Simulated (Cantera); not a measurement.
**Stirred combustor or abatement burner**

A perfectly stirred reactor is fed with 4.51 % CH4, 0.388 % H2, 9.79 % O2, 85.3 % N2, at 180000 Pa; it is adiabatic with a 550 K inlet, and is followed from long to short residence time, starting on the burning branch (τ in s: 0.19, 0.08, 0.033, 0.013, 0.0054, 0.0022, 0.00091, 0.00037, 0.00015, 6.2e-05, 2.6e-05, 1e-05, 4.3e-06).

Computed with Cantera and GRI-Mech 3.0 (53 species, 325 reactions).

```json
[
 {"τ (s)": "0.19", "T (K)": "1611", "x CH4": "9.73e-6", "x H2": "0.000282", "x O2": "0.00606", "x NO": "1.63e-5", "x NO2": "1.85e-8"},
 {"τ (s)": "0.080", "T (K)": "1606", "x CH4": "1.70e-5", "x H2": "0.000462", "x O2": "0.00631", "x NO": "1.92e-5", "x NO2": "1.80e-8"},
 {"τ (s)": "0.033", "T (K)": "1598", "x CH4": "3.06e-5", "x H2": "0.000744", "x O2": "0.00672", "x NO": "2.24e-5", "x NO2": "1.70e-8"},
 {"τ (s)": "0.013", "T (K)": "1585", "x CH4": "5.78e-5", "x H2": "0.00118", "x O2": "0.00743", "x NO": "2.50e-5", "x NO2": "1.53e-8"},
 {"τ (s)": "0.0054", "T (K)": "1567", "x CH4": "0.000110", "x H2": "0.00174", "x O2": "0.00848", "x NO": "2.46e-5", "x NO2": "1.29e-8"},
 {"τ (s)": "0.0022", "T (K)": "1538", "x CH4": "0.000233", "x H2": "0.00248", "x O2": "0.0103", "x NO": "2.00e-5", "x NO2": "9.69e-9"},
 {"τ (s)": "0.00091", "T (K)": "550", "x CH4": "0.0451", "x H2": "0.00388", "x O2": "0.0979", "x NO": "<1e-12", "x NO2": "<1e-12"},
 {"τ (s)": "0.00037", "T (K)": "550", "x CH4": "0.0451", "x H2": "0.00388", "x O2": "0.0979", "x NO": "<1e-12", "x NO2": "<1e-12"},
 {"τ (s)": "0.00015", "T (K)": "550", "x CH4": "0.0451", "x H2": "0.00388", "x O2": "0.0979", "x NO": "<1e-12", "x NO2": "<1e-12"},
 {"τ (s)": "6.2e-5", "T (K)": "550", "x CH4": "0.0451", "x H2": "0.00388", "x O2": "0.0979", "x NO": "<1e-12", "x NO2": "<1e-12"},
 {"τ (s)": "2.6e-5", "T (K)": "550", "x CH4": "0.0451", "x H2": "0.00388", "x O2": "0.0979", "x NO": "<1e-12", "x NO2": "<1e-12"},
 {"τ (s)": "1.0e-5", "T (K)": "550", "x CH4": "0.0451", "x H2": "0.00388", "x O2": "0.0979", "x NO": "<1e-12", "x NO2": "<1e-12"},
 {"τ (s)": "4.3e-6", "T (K)": "550", "x CH4": "0.0451", "x H2": "0.00388", "x O2": "0.0979", "x NO": "<1e-12", "x NO2": "<1e-12"}
]
```
x: mole fraction; the columns are a selection and need not sum to one.
